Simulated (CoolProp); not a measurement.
Vapour-liquid equilibrium of ethanol (1) + benzene (2) at 114 kPa; x and y are mole fractions of (1).

Model: multi-fluid Helmholtz-energy mixture model, Schroeder 2014 and Thol 2012; pair parameters Bell 2016, in CoolProp.

```
x     bubble temperature, mixture model (K)  bubble temperature, Raoult's law (K)  y, mixture model  y, Raoult's law
----  -------------------------------------  ------------------------------------  ----------------  ---------------
0.05                                  351.5                                 356.9                 …            0.055
0.2                                   345.7                                 356.5             0.388            0.215
0.35                                  344.7                                 356.0             0.440            0.370
0.5                                   344.6                                 355.7             0.466            0.521
0.65                                  345.1                                 355.3             0.510            0.668
0.8                                       …                                 355.0             0.620            0.812
0.95                                      …                                 354.7             0.872            0.954
```

Task: Some entries are withheld; supply them.

Result: 
- 0.05, y, mixture model: 0.190
- 0.8, bubble temperature, mixture model (K): 347.2
- 0.95, bubble temperature, mixture model (K): 352.3

The largest gap from Raoult's law is -11.3 K in bubble temperature, at x = 0.35. y crosses x between x = 0.35 and 0.5: the model has an azeotrope there.

Pair parameters are fitted to limited data, so mixtures are less certain than the pure fluids.
